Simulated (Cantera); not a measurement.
Input: 1 mol TiO2, 0.41 mol C, 0.011 mol CO, held at 1548.15 K and 2.50 mbar.

Equilibrium computed with Cantera from the NASA thermochemical tables; the gas is ideal and each condensed phase is pure. Candidate condensed phases: C, Ti, TiC, TiO, TiO2, Ti2O3, Ti3O5, Ti4O7; 15 gas species. Mutual solubility and eutectic melting of coexisting phases are not modelled. The numbers say what is thermodynamically allowed, not how fast it happens.

Base state: CO 1.000, CO2 0.000164 (mole fractions); condensed: Ti2O3(s) + Ti3O5(s).

Question: What changes in the equilibrium state with this change: 0.0088 mol H2O added?

Answer: 
```json
[
 {"species": "CO", "before": "1.000", "after": "0.979"},
 {"species": "H2", "before": "0", "after": "0.0204"},
 {"species": "CO2", "before": "0.000164", "after": "0.000160"},
 {"species": "H", "before": "0", "after": "8.82e-5"},
 {"species": "Ti2O3(s), mol", "before": "0.230", "after": "0.204"},
 {"species": "Ti3O5(s), mol", "before": "0.180", "after": "0.197"}
]
```
Further candidate phases: C6H6, C7H8, C8H18, H2O.

Question: What changes in the equilibrium state with this change: TiO2 replaced by SiO2?

Answer: 
| species | before | after |
|---|---|---|
| CO | 1.000 | 0.874 |
| SiO | 0 | 0.126 |
| CO2 | 0.000164 | 6.54e-6 |
| Ti2O3(s), mol | 0.230 | 0 |
| Ti3O5(s), mol | 0.180 | 0 |
| SiC(s), mol | 0 | 0.122 |
| SiO2(β-quartz), mol | 0 | 0.835 |
The tables hold silica as quartz up to 1696 K and as liquid above; real silica turns to tridymite and cristobalite and melts near 1996 K. Further candidate phases: Si, SiC, SiO2.
